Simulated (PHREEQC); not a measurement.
Consider water at 25 °C with 0.27 mol/kgw KOH and 8.8e-05 mol/kgw H4SiO4. Closed to the air; pH follows from the charge balance.

The numbers come from PHREEQC with the Pitzer model, pitzer.dat.

No solid was allowed to form.

Question: What pH, osmotic coefficient does the model give?

Answer: pH 13.31; osmotic coefficient 0.941.

Question: In which forms is Si present?

Answer: H2SiO4-2 86 %, H3SiO4- 14 % of the Si.

Complexes and solids missing from the database can't appear.
